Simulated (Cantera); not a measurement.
Cantera run, input and output.

```python
import numpy as np
import cantera as ct

gas = ct.Solution("gri30.yaml")
gas.TPX = 1900, 1333, {'C2H6': 1, 'H2': 2, 'H2O': 0.1}
reactor = ct.IdealGasConstPressureReactor(gas, energy="off", clone=False)
net = ct.ReactorNet([reactor])
net.rtol, net.atol = 1e-08, 1e-18
show = ['C2H6', 'H2', 'C2H2', 'C2H4', 'CH4']
times = np.geomspace(2e-06, 2, 14)

steps = ct.SolutionArray(gas, extra=["t"])
rows = []
print(f"{'t/s':>10s}{'T/K':>9s}{'P/Pa':>11s}" + "".join(f"{s:>11s}" for s in show))
for t in times:
    while net.time < t:
        t_next = net.step()
        steps.append(gas.state, t=t_next)
    rows.append([np.interp(t, steps.t, y) for y in (steps.T, steps.P, *steps(*show).X.T)])
    print(f"{t:10.3e}{rows[-1][0]:9.1f}{rows[-1][1]:11.4g}" + "".join(f"{x:11.3e}" for x in rows[-1][2:]))
rate = np.gradient(steps.T, steps.t)
print("integrator steps:", len(steps.t))
if steps.T.max() > steps.T[0] + 200:
    print(f"time of steepest temperature rise: {steps.t[rate.argmax()]:.4e} s")
gas.TPX = 1900, 1333, {'C2H6': 1, 'H2': 2, 'H2O': 0.1}
gas.equilibrate("TP")
print(f"equilibrium (TP): T = {gas.T:.1f} K  " + "  ".join(f"{s} {gas[s].X[0]:.3e}" for s in show))
```

Result:

```
       t/s      T/K       P/Pa       C2H6         H2       C2H2       C2H4        CH4
 2.000e-06   1900.0       1333  3.150e-01  6.414e-01  7.263e-10  7.469e-06  2.885e-04
 5.789e-06   1900.0       1333  3.001e-01  6.344e-01  7.395e-08  2.220e-04  2.254e-03
 1.675e-05   1900.0       1333  2.506e-01  6.175e-01  1.455e-05  5.097e-03  1.538e-02
 4.849e-05   1900.0       1333  1.188e-01  5.779e-01  1.702e-03  3.982e-02  8.021e-02
 1.403e-04   1900.0       1333  6.259e-03  5.593e-01  3.683e-02  6.157e-02  1.849e-01
 4.062e-04   1900.0       1333  6.269e-04  6.203e-01  9.871e-02  3.046e-02  1.746e-01
 1.176e-03   1900.0       1333  2.036e-04  6.622e-01  1.336e-01  1.161e-02  1.464e-01
 3.403e-03   1900.0       1333  7.437e-05  6.921e-01  1.527e-01  3.993e-03  1.166e-01
 9.848e-03   1900.0       1333  3.043e-05  7.194e-01  1.663e-01  1.559e-03  8.305e-02
 2.850e-02   1900.0       1333  1.001e-05  7.481e-01  1.791e-01  5.138e-04  4.552e-02
 8.249e-02   1900.0       1333  1.770e-06  7.704e-01  1.877e-01  1.131e-04  1.687e-02
 2.388e-01   1900.0       1333  2.277e-07  7.817e-01  1.883e-01  3.744e-05  5.157e-03
 6.910e-01   1900.0       1333  4.830e-08  7.890e-01  1.836e-01  2.670e-05  2.178e-03
 2.000e+00   1900.0       1333  2.481e-09  7.922e-01  1.820e-01  2.337e-05  4.670e-04
integrator steps: 1491
equilibrium (TP): T = 1900.0 K  C2H6 1.932e-10  H2 7.924e-01  C2H2 1.820e-01  C2H4 2.320e-05  CH4 1.147e-04
```

Detailed kinetics in Cantera: GRI-Mech 3.0 (53 species, 325 reactions). GRI-Mech 3.0 stops at C3 and has no aromatics, soot or wall deposition, so with more carbon than oxygen in the feed, carbon stays in small species such as C2H2 where larger ones or solid carbon would form. Radical loss at walls, strong at low pressure, is not modelled.
